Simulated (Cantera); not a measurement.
A Cantera script and its output.

```python
import numpy as np
import cantera as ct

gas = ct.Solution("gri30.yaml")
gas.TPX = 1673, 980, {'CH4': 1, 'N2': 23}
inlet = ct.Reservoir(gas, clone=True)

reactor = ct.IdealGasConstPressureReactor(gas, energy="off", clone=False)
exhaust = ct.Reservoir(gas, clone=True)
tau = [5.5, 2.4, 1, 0.45, 0.2, 0.085, 0.037, 0.016, 0.007][0]
for a, b in ((inlet, reactor), (reactor, exhaust)):
    ct.MassFlowController(a, b, mdot=lambda t: reactor.mass / tau)
net = ct.ReactorNet([reactor])
show = ['CH4', 'C2H2', 'H', 'C2H', 'C2H6', 'HCN']

rows = []
print(f"{'tau/s':>10s}{'T/K':>9s}" + "".join(f"{s:>11s}" for s in show))
for tau in [5.5, 2.4, 1, 0.45, 0.2, 0.085, 0.037, 0.016, 0.007]:
    net.initial_time = 0.0
    net.advance(30 * tau)
    before = gas.X
    net.advance(40 * tau)
    drift = np.max(np.abs(gas.X - before) / (gas.X + 1e-9))
    rows.append([gas.T, *gas[show].X, drift])
    print(f"{tau:10.3e}{gas.T:9.1f}" + "".join(f"{x:11.3e}" for x in gas[show].X))
```

Result:

```
     tau/s      T/K        CH4       C2H2          H        C2H       C2H6        HCN
 5.500e+00   1673.0  7.237e-03  1.631e-02  8.913e-05  1.446e-07  6.997e-07  8.826e-06
 2.400e+00   1673.0  1.176e-02  1.397e-02  6.836e-05  1.100e-07  1.443e-06  3.574e-06
 1.000e+00   1673.0  1.846e-02  1.045e-02  4.718e-05  7.428e-08  2.743e-06  1.199e-06
 4.500e-01   1673.0  2.602e-02  6.424e-03  2.857e-05  4.245e-08  4.104e-06  3.393e-07
 2.000e-01   1673.0  3.401e-02  2.443e-03  1.221e-05  1.533e-08  4.361e-06  5.280e-08
 8.500e-02   1673.0  3.973e-02  3.206e-04  2.766e-06  2.189e-09  2.179e-06  2.439e-09
 3.700e-02   1673.0  4.129e-02  1.764e-05  6.504e-07  1.910e-10  5.200e-07  8.987e-11
 1.600e-02   1673.0  4.155e-02  6.955e-07  3.154e-07  1.108e-11  9.377e-08  7.719e-12
 7.000e-03   1673.0  4.162e-02  2.643e-08  2.568e-07  3.222e-13  1.541e-08  9.876e-13
```

Detailed kinetics in Cantera: GRI-Mech 3.0 (53 species, 325 reactions). GRI-Mech 3.0 stops at C3 and has no aromatics, soot or wall deposition, so with more carbon than oxygen in the feed, carbon stays in small species such as C2H2 where larger ones or solid carbon would form. Radical loss at walls, strong at low pressure, is not modelled.
